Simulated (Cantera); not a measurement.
A closed system holds: 1 mol Si3H8, 0.24 mol HCl, 14 mol N2, equilibrated at 67.0 mbar.

These are equilibrium values from Cantera (NASA tables, ideal gas, pure condensed phases), not measurements of a reactor. Candidate condensed phases: NH4Cl, Si, Si3N4; 28 gas species. The feed counts by its element totals alone. N2 is the only nitrogen source here; it is nearly inert below about 1500 K, so the nitride shown seldom forms there in practice. Kinetics and transport are ignored. All values below are at 1027 °C.

Base state: N2 0.739, H2 0.246, HCl 0.0148 (mole fractions); condensed: Si3N4(s).

Problem. What changes in the equilibrium state with this change: Si3H8 replaced by Si2H6?

Solution. 
| species | before | after |
|---|---|---|
| N2 | 0.739 | 0.796 |
| H2 | 0.246 | 0.189 |
| HCl | 0.0148 | 0.0151 |
| Si3N4(s), mol | 1.000 | 0.667 |

Problem. What changes in the equilibrium state with this change: Si3H8 replaced by SiH4?

Solution. 
```csv
species,before,after
N2,0.739,0.856
H2,0.246,0.128
HCl,0.0148,0.0154
"Si3N4(s), mol",1.000,0.333
```
